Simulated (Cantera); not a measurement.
A closed system holds: 1 mol SiHCl3, 0.01 mol C2H4, a varied amount of H2, 0.042 mol C3H8, held at 1325 K and 10000 Pa.

These are equilibrium values from Cantera (NASA tables, ideal gas, pure condensed phases), not measurements of a reactor. Candidate condensed phases: C, C6H6, C7H8, C8H18, Si, SiC; 109 gas species. Mutual solubility and eutectic melting of coexisting phases are not modelled. The tables' values for SiCl3 are old estimates; treat these amounts as uncertain. Kinetics and transport are ignored.

log p: log10 of the partial pressure in bar; n: condensed amount in mol.

| n(H2) (mol) | log p H2 | log p HCl | log p SiCl2 | log p SiCl4 | log p SiCl3 | log p SiHCl3 | n Si(s) | n SiC(s) |
|---|---|---|---|---|---|---|---|---|
| 5.7 | -1.10 | -1.95 | -2.36 | -2.52 | -2.81 | -2.96 | 0.0991 | 0.146 |
| 8.8 | -1.08 | -2.00 | -2.49 | -2.78 | -3.01 | -3.15 | 0.149 | 0.146 |
| 14 | -1.06 | -2.08 | -2.66 | -3.11 | -3.25 | -3.39 | 0.222 | 0.146 |
| 21 | -1.04 | -2.15 | -2.83 | -3.46 | -3.51 | -3.63 | 0.302 | 0.146 |
| 33 | -1.03 | -2.26 | -3.05 | -3.90 | -3.84 | -3.96 | 0.406 | 0.146 |
| 52 | -1.02 | (withheld) | (withheld) | (withheld) | -4.24 | (withheld) | (withheld) | 0.146 |
| 81 | -1.01 | -2.53 | -3.61 | -5.01 | -4.68 | -4.79 | 0.606 | 0.146 |
| 130 | -1.01 | -2.70 | -3.95 | -5.70 | -5.19 | -5.30 | 0.686 | 0.146 |
| 200 | -1.01 | -2.86 | -4.29 | -6.37 | -5.69 | -5.80 | 0.739 | 0.146 |
| 310 | -1.00 | -3.04 | -4.64 | -7.08 | -6.23 | -6.33 | 0.778 | 0.145 |
| 480 | -1.00 | (withheld) | (withheld) | (withheld) | -6.77 | (withheld) | 0.804 | 0.145 |
| 740 | -1.00 | -3.40 | -5.37 | -8.53 | -7.32 | -7.42 | 0.822 | 0.144 |

Q: Some entries are withheld; supply them.

A: 
- 52, log p HCl: -2.39
- 52, log p SiCl2: -3.32
- 52, log p SiCl4: -4.43
- 52, log p SiHCl3: -4.35
- 52, n Si(s): 0.512
- 480, log p HCl: -3.22
- 480, log p SiCl2: -5.00
- 480, log p SiCl4: -7.80
- 480, log p SiHCl3: -6.87
